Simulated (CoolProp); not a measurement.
A simple Rankine cycle with isobutane: condensing at 313.15 K, boiler at 2.46 MPa, turbine inlet 425 K, turbine efficiency 0.85, pump efficiency 0.8, no recuperator. Each further row changes one setting.

Model: reference Helmholtz-energy equation of state, Bücker 2006, in CoolProp.

```tsv
case	thermal efficiency (%)	net work (kJ/kg)	heat in (kJ/kg)	turbine exit temperature (K)	volume ratio over the turbine
as stated	11.8	59.2	500	377.5	5.03
turbine inlet 445 K	11.7	64.5	552	399.5	4.88
condensing temperature 305.15 K	13.1	68.1	520	372.0	6.23
boiler pressure 1.72 MPa	9.5	49.2	519	391.3	3.32
turbine efficiency 0.75	10.3	51.7	500	381.1	5.09
```
